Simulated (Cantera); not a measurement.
Predominance diagram of Li at 1825 K against the partial pressures of O₂ and H₂O (log10, bar). Cantera with NASA thermochemical tables; ideal gases at 1 bar, condensed phases pure. Candidates: Li(l), LiH(l), LiOH(l), Li₂O(s). Only these pure phases compete in this equilibrium. Not in the tables: the peroxide.

```
log p(H₂O) \ log p(O₂)
        columns: -16, -15, -14, -13, -12, -11, -10, -9, -8, -7, -6, -5, -4, -3, -2, -1, 0
      1  A A A A A A A A B B B B B B B B B
    0.3  A A A A A A A C C C C C C C C C C
   -0.3  A A A A A A C C C C C C C C C C C
     -1  A A A A C C C C C C C C C C C C C
   -1.7  A A A C C C C C C C C C C C C C C
   -2.3  A A C C C C C C C C C C C C C C C
     -3  C C C C C C C C C C C C C C C C C
   -3.7  C C C C C C C C C C C C C C C C C
   -4.3  C C C C C C C C C C C C C C C C C
     -5  C C C C C C C C C C C C C C C C C
   -5.7  C C C C C C C C C C C C C C C C C
   -6.3  C C C C C C C C C C C C C C C C C
     -7  C C C C C C C C C C C C C C C C C
```

A: out of reach (another gas would pass 10 bar, or a non-metal would condense); B: LiOH(l); C: Li₂O(s).
